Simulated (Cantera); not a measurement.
Charge: 1 mol MgO, 11 mol HBr, a varied amount of O2, at 1.00 Torr.

Method: chemical equilibrium by Gibbs-energy minimisation in Cantera with the NASA 1993 tables (ideal gas, pure condensed phases). Candidate condensed phases: Br2, H2O, Mg, MgBr2, MgO, Mg(OH)2; 20 gas species. The numbers say what is thermodynamically allowed, not how fast it happens.

Problem. What condenses at these points (T in K, n(O2) in mol): (1800, 2.7); (1500, 0.47); (1350, 2.7); (1400, 0.3); (1550, 0.13)?

Solution. 
| T (K) | n(O2) in mol | condensed phases | Mg condensed (%) |
|---|---|---|---|
| 1800 | 2.7 | MgO | 93.4 |
| 1500 | 0.47 | MgO | 9.4 |
| 1350 | 2.7 | MgO | 98.8 |
| 1400 | 0.3 | MgO | 18.8 |
| 1550 | 0.13 | gas only | 0.0 |
